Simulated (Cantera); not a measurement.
A closed system holds: 1 mol C2H6, 76 mol H2, a varied amount of H2O, equilibrated at 3.15 Torr.

These are equilibrium values from Cantera (NASA tables, ideal gas, pure condensed phases), not measurements of a reactor. Candidate condensed phases: C, C6H6, C7H8, C8H18, H2O; 110 gas species. Rates play no part.

What condenses at these points (T in K, n(H2O) in mol): (2598, 0.094); (2448, 1.1); (2498, 0.094); (2798, 0.75); (2798, 0.75)?


```csv
T (K),n(H2O) in mol,condensed phases,C condensed (%)
2598,0.094,gas only,0.0
2448,1.1,gas only,0.0
2498,0.094,C,22.3
2798,0.75,gas only,0.0
2798,0.75,gas only,0.0
```
